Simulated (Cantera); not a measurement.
A closed system holds: 1 mol CS₂, 0.057 mol H₂O, at 3523 K and 1.50 mbar.

Method: chemical equilibrium by Gibbs-energy minimisation in Cantera with the NASA 1993 tables (ideal gas, pure condensed phases). Candidate condensed phases: C, C₆H₆, C₇H₈, C₈H₁₈, H₂O, H₂SO₄, S; 123 gas species. Rates play no part.

Base state: S 0.524, CS 0.335, C 0.0648, H 0.0489, CO 0.0245, C₂ 0.00204, C₃ 0.000505, S₂ 0.000473 (mole fractions); condensed: gas only.

### Question
What changes in the equilibrium state with this change: pressure from 1.50 mbar to 40.0 Pa?

### Answer
```
species    before     after
-------  --------  --------
S           0.524     0.567
CS          0.335     0.217
C          0.0648     0.146
CO         0.0245    0.0223
H          0.0489    0.0447
CS₂       3.95e-5   7.40e-6
SH        3.17e-5   8.34e-6
S₂       0.000473  0.000148
C₂        0.00204   0.00275
C₃       0.000505  0.000409
```
